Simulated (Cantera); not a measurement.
**Equilibrium for roasting and sulfation: FeS + O₂ + CO₂**

Charge: 1 mol FeS, 1 mol O₂, 0.24 mol CO₂, at 1350 K and 16.5 Torr.

Equilibrium computed with Cantera from the NASA thermochemical tables; the gas is ideal and each condensed phase is pure. Candidate condensed phases: C, Fe, Fe(CO)₅, FeO, FeS, FeSO₄, FeS₂, Fe₂O₃, Fe₂(SO₄)₃, Fe₃O₄, S; 25 gas species. Metal and sulfide melt together well below either melting point, which pure phases cannot show. Mutual solubility and eutectic melting of coexisting phases are not modelled. The tables' stoichiometric FeO is somewhat more stable than real wüstite, so its field is too wide. FeO, FeS: taken at fixed stoichiometry. Rates play no part.

```json
{
  "x(SO₂)": "0.588",
  "x(CO₂)": "0.225",
  "x(S₂)": "0.156",
  "x(CO)": "0.0235",
  "x(S₂O)": "0.00379",
  "x(SO)": "0.00365",
  "x(COS)": "0.000363",
  "x(S)": "1.57e-5",
  "n(FeO(s))": "0.880 mol",
  "n(FeS(s))": "0.120 mol",
  "gas_amount": "0.9655 mol",
  "log10 activity of Fe(γ) (absent)": "-1.73",
  "log10 activity of S(l) (absent)": "-2.27",
  "log10 activity of C(graphite) (absent)": "-6.80"
}
```
